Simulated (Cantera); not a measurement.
Input: 1 mol PbO, 17 mol CO, 12 mol H₂, at 700 °C and 3.38 Torr.

These are equilibrium values from Cantera (NASA tables, ideal gas, pure condensed phases), not measurements of a reactor. Candidate condensed phases: C, C₆H₆, C₇H₈, C₈H₁₈, H₂O, Pb, PbO, PbO₂, Pb₃O₄; 113 gas species. Kinetics and transport are ignored.

Base state: CO 0.561, H₂ 0.402, CO₂ 0.0238, H₂O 0.0106, Pb 0.00194 (mole fractions); condensed: Pb(l).

Question: What changes in the equilibrium state with this change: pressure from 3.38 Torr to 6830 Torr?

Answer: 
```csv
species,before,after
CO₂,0.0238,0.268
H₂,0.402,0.248
H₂O,0.0106,0.241
CO,0.561,0.171
CH₄,5.59e-6,0.0719
Pb,0.00194,9.61e-7
"Pb(l), mol",0.944,1.000
"C(graphite), mol",0,7.29
```
